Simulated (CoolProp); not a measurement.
Vapour-liquid equilibrium of carbon dioxide (1) + R143a (2) at 274.2 K; x and y are mole fractions of (1).

Values from CoolProp's multi-fluid Helmholtz-energy mixture model, Span 1996 and Lemmon and Jacobsen 2000; pair parameters Bell 2016.

```
x      bubble pressure (bar)  y at the bubble point  dew pressure at overall composition x (bar)  liquid density (mol/L)
-----  ---------------------  ---------------------  -------------------------------------------  ----------------------
0.05                   7.502                  0.166                                        6.700                   12.43
0.125                  9.392                  0.362                                        7.200                   12.86
0.2                    11.50                  0.505                                        7.779                   13.32
0.275                  13.75                  0.610                                        8.455                   13.79
0.35                   16.06                  0.688                                        9.255                   14.29
0.425                  18.38                  0.747                                        10.22                   14.83
0.5                    20.67                  0.793                                        11.41                   15.39
0.575                  22.91                  0.831                                        12.91                   16.00
0.65                   25.11                  0.864                                        14.85                   16.66
0.725                  27.30                  0.894                                        17.46                   17.38
0.8                    29.52                  0.922                                        21.04                   18.18
0.875                  31.79                  0.950                                        25.89                   19.09
0.95                   34.17                  0.979                                        31.78                   20.14
```

No azeotrope shows between x = 0.05 and 0.95.

Pair parameters are fitted to limited data, so mixtures are less certain than the pure fluids.
